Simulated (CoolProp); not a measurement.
A simple Rankine cycle with water: condensing at 316.15 K, boiler at 8.64 MPa, turbine inlet 588.6 K, turbine efficiency 0.7, pump efficiency 0.6, no recuperator. Each further row changes one setting.

Values from CoolProp's reference Helmholtz-energy equation of state, Wagner 2002.

```
case                             thermal efficiency (%)  net work (kJ/kg)  heat in (kJ/kg)  turbine exit temperature (K)  volume ratio over the turbine
-------------------------------  ----------------------  ----------------  ---------------  ----------------------------  -----------------------------
as stated                                          25.9               683             2640                         316.2                            581
turbine inlet 608.6 K                              26.1               711             2720                         316.2                            546
condensing temperature 308.15 K                    26.7               713             2670                         308.1                            866
boiler pressure 6.05 MPa                           25.2               693             2750                         316.2                            381
turbine efficiency 0.6                             22.1               583             2640                         316.2                            611
```

The expansion ends wet for: as stated; turbine inlet 608.6 K; condensing temperature 308.15 K; boiler pressure 6.05 MPa; turbine efficiency 0.6.
